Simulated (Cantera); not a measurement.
Input (Python, Cantera):

```python
import numpy as np
import cantera as ct

gas = ct.Solution("gri30.yaml")
gas.TPX = 948, 1000, {'H2': 0.38, 'O2': 1}
inlet = ct.Reservoir(gas, clone=True)

reactor = ct.IdealGasConstPressureReactor(gas, energy="off", clone=False)
exhaust = ct.Reservoir(gas, clone=True)
tau = [0.37, 0.21, 0.12, 0.064, 0.036, 0.02, 0.011, 0.0062][0]
for a, b in ((inlet, reactor), (reactor, exhaust)):
    ct.MassFlowController(a, b, mdot=lambda t: reactor.mass / tau)
net = ct.ReactorNet([reactor])
show = ['H2', 'O2', 'HO2', 'H2O', 'H2O2', 'H']

rows = []
print(f"{'tau/s':>10s}{'T/K':>9s}" + "".join(f"{s:>11s}" for s in show))
for tau in [0.37, 0.21, 0.12, 0.064, 0.036, 0.02, 0.011, 0.0062]:
    net.initial_time = 0.0
    net.advance(30 * tau)
    before = gas.X
    net.advance(40 * tau)
    drift = np.max(np.abs(gas.X - before) / (gas.X + 1e-9))
    rows.append([gas.T, *gas[show].X, drift])
    print(f"{tau:10.3e}{gas.T:9.1f}" + "".join(f"{x:11.3e}" for x in gas[show].X))
```

Output:

```
     tau/s      T/K         H2         O2        HO2        H2O       H2O2          H
 3.700e-01    948.0  5.309e-03  6.785e-01  1.464e-05  3.109e-01  5.109e-07  1.709e-03
 2.100e-01    948.0  7.306e-03  6.776e-01  1.563e-05  3.073e-01  5.224e-07  2.980e-03
 1.200e-01    948.0  9.986e-03  6.762e-01  1.638e-05  3.022e-01  5.259e-07  5.131e-03
 6.400e-02    948.0  1.415e-02  6.739e-01  1.688e-05  2.936e-01  5.180e-07  9.336e-03
 3.600e-02    948.0  1.942e-02  6.708e-01  1.697e-05  2.820e-01  4.976e-07  1.584e-02
 2.000e-02    948.0  2.677e-02  6.664e-01  1.662e-05  2.649e-01  4.635e-07  2.630e-02
 1.100e-02    948.0  3.703e-02  6.607e-01  1.576e-05  2.408e-01  4.187e-07  4.150e-02
 6.200e-03    948.0  5.056e-02  6.554e-01  1.453e-05  2.115e-01  3.736e-07  5.866e-02
```

Detailed kinetics in Cantera: GRI-Mech 3.0 (53 species, 325 reactions). Radical loss at walls, strong at low pressure, is not modelled. Below about 950 K walls govern HO2 and H2O2 in real vessels. The temperature is held fixed by assumption; the heat of reaction is taken as removed at once.
